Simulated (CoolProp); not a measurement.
A single-stage vapour-compression cycle with the fluid: evaporating at 315.15 K (dew point), condensing at 380.15 K (bubble point), superheat 10 K, subcooling 2 K, compressor efficiency 0.7, no pressure losses. The same conditions are run with several fluids, on thermodynamics alone (safety and materials aside).

Values from CoolProp's reference Helmholtz-energy equation of state of each fluid (R236FA: Pan 2012; n-pentane: Thol 2019; vinyl chloride: Thol 2022; n-butane: Bücker 2006; R124: de Vries 1995; propyne: Polt 1992). The equations of Platzer and Polt are older, rougher fits.

Task: Rank R236FA, n-pentane, vinyl chloride, n-butane, R124, propyne by cooling COP, highest first.

Result: vinyl chloride (2.48), n-pentane (2.38), propyne (2.19), n-butane (2.16), R124 (1.79), R236FA (1.70)

```json
[
 {"fluid": "R236FA", "pressure ratio": "4.83", "discharge temperature (K)": "386.8", "refrigerating effect (kJ/kg)": "55.4", "volumetric capacity (kJ/m³)": "1640"},
 {"fluid": "n-pentane", "pressure ratio": "5.60", "discharge temperature (K)": "381.3", "refrigerating effect (kJ/kg)": "209", "volumetric capacity (kJ/m³)": "721"},
 {"fluid": "vinyl chloride", "pressure ratio": "4.13", "discharge temperature (K)": "428.7", "refrigerating effect (kJ/kg)": "209", "volumetric capacity (kJ/m³)": "3390"},
 {"fluid": "n-butane", "pressure ratio": "4.36", "discharge temperature (K)": "388.2", "refrigerating effect (kJ/kg)": "186", "volumetric capacity (kJ/m³)": "1770"},
 {"fluid": "R124", "pressure ratio": "4.34", "discharge temperature (K)": "394.1", "refrigerating effect (kJ/kg)": "61.1", "volumetric capacity (kJ/m³)": "2230"},
 {"fluid": "propyne", "pressure ratio": "4.11", "discharge temperature (K)": "418.9", "refrigerating effect (kJ/kg)": "266", "volumetric capacity (kJ/m³)": "4210"}
]
```
